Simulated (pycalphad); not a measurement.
**Effect of Al content in Mg-Si-Al**

All values are pycalphad results on the COST 507 light-alloy database (1999) (1 atm), not direct measurements. These are 1990s assessments: newer ones move some temperatures and phases. Phase fractions are per mole of atoms.

```json
[
 {"alloy": "Mg-3.85Si-0.84Al (at.%)", "liquidus (°C)": "751", "first solid": "MG2SI", "solidus (°C)": "621", "phases at 302 °C": "hcp 0.88, MG2SI 0.12"},
 {"alloy": "Mg-3.85Si-1.68Al (at.%)", "liquidus (°C)": "___", "first solid": "MG2SI", "solidus (°C)": "___", "phases at 302 °C": "hcp 0.88, MG2SI 0.12"},
 {"alloy": "Mg-3.85Si-3.36Al (at.%)", "liquidus (°C)": "743", "first solid": "MG2SI", "solidus (°C)": "564", "phases at 302 °C": "hcp 0.88, MG2SI 0.12"},
 {"alloy": "Mg-3.85Si-5.04Al (at.%)", "liquidus (°C)": "738", "first solid": "MG2SI", "solidus (°C)": "528", "phases at 302 °C": "hcp 0.88, MG2SI 0.12"}
]
```

Q: What belongs in the gaps?

A: 
- Mg-3.85Si-1.68Al (at.%), liquidus (°C): 748
- Mg-3.85Si-1.68Al (at.%), solidus (°C): 602

Database names, with the compositions (at.%) that they take in these runs: MG2SI: Mg 67 Si 33.
